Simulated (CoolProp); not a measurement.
Computed with CoolProp (reference Helmholtz-energy equation of state, Lemmon 2006). It is a short technical equation, of lower accuracy than the large ones.

**Question.** For C2F6 (R116), give the phase and the cp (kJ/(kg K)), Joule-Thomson coefficient (K/MPa), viscosity (µPa s), Prandtl number at 40.65 °C and 0.201 MPa.

**Answer.** 
- 40.65 °C and 0.201 MPa: gas; cp 0.803, Joule-Thomson coefficient 7.25, viscosity 14.9, Prandtl number 0.744

Viscosity comes from a separate model (Huber 2003), an estimate that may be off by 10 % or more. Thermal conductivity comes from a separate model (Huber 2003), an estimate that may be off by 10 % or more.
